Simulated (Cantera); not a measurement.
Charge: 1 mol c-C₄F₈, 0.11 mol F₂, 0.084 mol H₂, equilibrated at 1748 K and 0.120 bar.

Equilibrium computed with Cantera from the NASA thermochemical tables; the gas is ideal and each condensed phase is pure. Candidate condensed phases: C, C₆H₆, C₇H₈, C₈H₁₈; 95 gas species. The feed counts by its element totals alone. Gases not in the tables: C₂F₆ and larger saturated fluorocarbons. The numbers say what is thermodynamically allowed, not how fast it happens.

Question: What is the equilibrium state?

Answer: 
```
Item               Result
--------------  ---------
x(CF₄)              0.919
x(HF)              0.0769
x(CF₂)            0.00281
x(CF₃)           0.000657
x(F)             0.000348
x(CHF₃)           1.85e-6
n(C(graphite))   1.98 mol
gas amount      2.185 mol
```
